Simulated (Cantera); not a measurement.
A freely propagating, adiabatic, planar premixed flame of 7.71 % CH₄, 0.494 % H₂, 22.4 % O₂, 69.4 % N₂, equivalence ratio 0.70, unburnt at 650 K and 2030 Torr; mixture-averaged transport, grid criteria slope 0.08 and curve 0.16, no radiation.

Detailed kinetics in Cantera: GRI-Mech 3.0 (53 species, 325 reactions). Burning velocities carry a grid error of a few per cent, more on coarse grids.

x: mole fraction of selected species; z is measured from the peak of heat release.

```
z (mm)   T (K)  u (m/s)     x CH₄      x H₂    x O₂  x C₂H₄    x CH₂O    x HCO
-------  -----  -------  --------  --------  ------  ------  --------  -------
-0.429     650     1.08    0.0771   0.00526   0.224       …   3.57e-7    <1e-8
-0.286     654     1.09    0.0768   0.00580   0.223       …   6.08e-6    <1e-8
-0.214     664     1.11    0.0760   0.00638   0.222       …   2.73e-5    <1e-8
-0.143     720     1.21    0.0721   0.00745   0.218       …  0.000178    <1e-8
-0.0714   1041     1.76    0.0518   0.00924   0.190       …   0.00107  4.85e-7
-0.0357   1400     2.38    0.0291    0.0101   0.154       …   0.00133  9.16e-6
0         1762     3.01   0.00717   0.00917   0.111       …  0.000740  3.60e-5
0.0357    1930     3.29  0.000538   0.00614  0.0867       …  0.000113  1.21e-5
0.0714    1996     3.39   2.22e-5   0.00455  0.0780       …   5.92e-6  7.79e-7
0.143     2078     3.51   5.83e-8   0.00364  0.0725   <1e-8   1.84e-8  1.72e-8
0.286     2163     3.63     <1e-8   0.00248  0.0693   <1e-8     <1e-8    <1e-8
0.571     2226     3.72     <1e-8   0.00133  0.0678   <1e-8     <1e-8    <1e-8
1.14      2255     3.76     <1e-8  0.000767  0.0672   <1e-8     <1e-8    <1e-8
```

Task: Fill in the missing entries.

Result: 
- -0.429, x C₂H₄: 2.94e-8
- -0.286, x C₂H₄: 5.19e-7
- -0.214, x C₂H₄: 2.43e-6
- -0.143, x C₂H₄: 1.79e-5
- -0.0714, x C₂H₄: 0.000171
- -0.0357, x C₂H₄: 0.000333
- 0, x C₂H₄: 0.000183
- 0.0357, x C₂H₄: 9.37e-6
- 0.0714, x C₂H₄: 1.51e-7
